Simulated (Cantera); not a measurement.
A closed system holds: 1 mol CH₂F₂, 0.64 mol HCl, equilibrated at 46.0 Pa.

Method: chemical equilibrium by Gibbs-energy minimisation in Cantera with the NASA 1993 tables (ideal gas, pure condensed phases). Candidate condensed phases: C, C₆H₆, C₇H₈, C₈H₁₈; 118 gas species. Rates play no part. All values below are at 1602 °C.

Base state: HF 0.742, HCl 0.201, Cl 0.0365, H₂ 0.0163, H 0.00390, F 4.25e-5 (mole fractions); condensed: C(graphite).

Task: What changes in the equilibrium state with this change: pressure from 46.0 Pa to 20.0 Pa?

Result: 
```
species            before    after
----------------  -------  -------
HF                  0.742    0.737
HCl                 0.201    0.189
Cl                 0.0365   0.0468
H₂                 0.0163   0.0201
H                 0.00390  0.00658
F                 4.25e-5  5.76e-5
C(graphite), mol    1.000    1.000
```
